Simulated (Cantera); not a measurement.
An adiabatic, constant-volume homogeneous reactor starts with C₃H₈ : O₂ : N₂ = 1 : 8.2 : 30.8 (molar parts), equivalence ratio 0.61, at 1625 K and 7500 Torr. Integrator tolerance rtol = 1e-08.

Computed with Cantera and GRI-Mech 3.0 (53 species, 325 reactions). GRI-Mech 3.0 was tuned for natural gas; its chemistry of propane as a main component is partial and can be far from experiment.

Question: What does this change do: pressure from 7500 Torr to 13500 Torr?

Answer: 
```
quantity                                                              before                                      after
---------------------------------  -----------------------------------------  -----------------------------------------
time of steepest temperature rise                                    5.93 µs                                    4.22 µs
temperature at 0.200 s                                                2907 K                                     2938 K
equilibrium temperature                                               2907 K                                     2938 K
x(C₃H₈) at 0.200 s                     <1e-12 (gas-phase equilibrium <1e-12)      <1e-12 (gas-phase equilibrium <1e-12)
x(O₂) at 0.200 s                       0.0670 (gas-phase equilibrium 0.0670)      0.0663 (gas-phase equilibrium 0.0663)
x(NO₂) at 0.200 s                    3.49e-5 (gas-phase equilibrium 3.49e-5)    4.73e-5 (gas-phase equilibrium 4.73e-5)
x(CH₂O) at 0.200 s                 2.37e-10 (gas-phase equilibrium 2.37e-10)  3.13e-10 (gas-phase equilibrium 3.13e-10)
x(CO) at 0.200 s                       0.0126 (gas-phase equilibrium 0.0126)      0.0109 (gas-phase equilibrium 0.0109)
x(CO₂) at 0.200 s                      0.0595 (gas-phase equilibrium 0.0595)      0.0614 (gas-phase equilibrium 0.0614)
```
The pressure lies above the range GRI-Mech 3.0 was tuned for (to about 10 atm).
